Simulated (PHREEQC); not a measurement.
A solution holds 0.0021 mol AgF, 2.6e-06 mol Na2SiF6 and 0.00058 mol CuSO4 per kg of water, at 25 °C. Closed to the air; pH follows from the charge balance.

The numbers come from PHREEQC with the ion-association model, wateq4f.dat.

Precipitation was switched off in this run.

Problem. What pH does the model give?

Solution. pH 5.45.

Problem. In which forms is Cu present?

Solution. Cu+2 91 %, CuSO4 5.7 %, CuF+ 2.6 % of the Cu.

The solution is supersaturated, for example in Brochantite, so a real one may precipitate; this is no full list. SiF6-2 is the database's only silicon fluoride.
